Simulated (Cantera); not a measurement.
## Pyrogenic steam for wet oxidation

A perfectly stirred reactor is fed with 37.9 % H2, 37.9 % O2, 24.2 % N2, at 0.210 bar; it is held at 1225 K, and followed from long to short residence time.

Computed with Cantera and the H2/O2 subset of GRI-Mech 3.0, which has no nitrogen chemistry. The temperature is held fixed by assumption; the heat of reaction is taken as removed at once.

| τ (s) | x H2 | x O2 | x H | x OH | x H2O2 |
|---|---|---|---|---|---|
| 1.9 | 0.000183 | 0.234 | 4.61e-6 | 0.000370 | 8.09e-7 |
| 0.51 | 0.000439 | 0.234 | 1.74e-5 | 0.000570 | 1.43e-6 |
| 0.14 | 0.00103 | 0.234 | 6.36e-5 | 0.000878 | 2.39e-6 |
| 0.036 | 0.00247 | 0.234 | 0.000248 | 0.00140 | 3.85e-6 |
| 0.0097 | 0.00554 | 0.234 | 0.000913 | 0.00225 | 5.64e-6 |
| 0.0026 | 0.0121 | 0.235 | 0.00332 | 0.00365 | 7.52e-6 |
| 0.00069 | 0.0256 | 0.238 | 0.0117 | 0.00591 | 8.85e-6 |
| 0.00018 | 0.0523 | 0.244 | 0.0366 | 0.00904 | 8.58e-6 |
x: mole fraction; the columns are a selection and need not sum to one.
